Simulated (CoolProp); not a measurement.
Properties of CH3F (R41) at several states (Tc = 317.3 K, pc = 5.906 MPa, ω = 0.200).

Values from CoolProp's reference Helmholtz-energy equation of state, Lemmon 2006. It is a short technical equation, of lower accuracy than the large ones.

```csv
T (K),p (MPa),phase,density (kg/m³),cp (kJ/(kg K)),cv (kJ/(kg K)),speed of sound (m/s),fugacity coefficient
246.4,0.126,gas,2.136,(withheld),0.8197,277.3,0.9801
272.2,0.0323,gas,0.4875,(withheld),0.8222,293.2,0.9964
239.7,12.2,liquid,804.6,2.107,(withheld),927.8,0.06675
235.8,0.0358,gas,0.6256,1.043,(withheld),274.0,0.9934
```

Some entries are withheld; supply them.


- 246.4, cp (kJ/(kg K)): 1.091
- 272.2, cp (kJ/(kg K)): 1.071
- 239.7, cv (kJ/(kg K)): 1.206
- 235.8, cv (kJ/(kg K)): 0.7892
